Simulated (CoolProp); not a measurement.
Vapour-liquid equilibrium of carbon dioxide (1) + CH2F2 (R32) (2) at -38.05 °C; x and y are mole fractions of (1).

Model: multi-fluid Helmholtz-energy mixture model, Span 1996 and Tillner-Roth 1997; pair parameters Bell 2016, in CoolProp.

| x | bubble pressure, mixture model (MPa) | bubble pressure, Raoult's law (MPa) | y, mixture model | y, Raoult's law |
|---|---|---|---|---|
| 0.05 | ? | 0.2379 | 0.219 | 0.227 |
| 0.2 | ? | 0.3706 | 0.566 | 0.582 |
| 0.35 | 0.5105 | 0.5034 | 0.730 | 0.750 |
| 0.5 | 0.6423 | 0.6361 | ? | 0.848 |
| 0.65 | ? | 0.7688 | 0.893 | 0.912 |
| 0.8 | ? | 0.9016 | ? | 0.957 |
| 0.95 | 1.033 | 1.034 | 0.986 | 0.991 |

Some entries are withheld; supply them.


- 0.05, bubble pressure, mixture model (MPa): 0.2389
- 0.2, bubble pressure, mixture model (MPa): 0.3755
- 0.5, y, mixture model: 0.827
- 0.65, bubble pressure, mixture model (MPa): 0.7712
- 0.8, bubble pressure, mixture model (MPa): 0.8999
- 0.8, y, mixture model: 0.943

The largest gap from Raoult's law is +1.4 % in bubble pressure, at x = 0.35. No azeotrope shows between x = 0.05 and 0.95.

Pair parameters are fitted to limited data, so mixtures are less certain than the pure fluids.
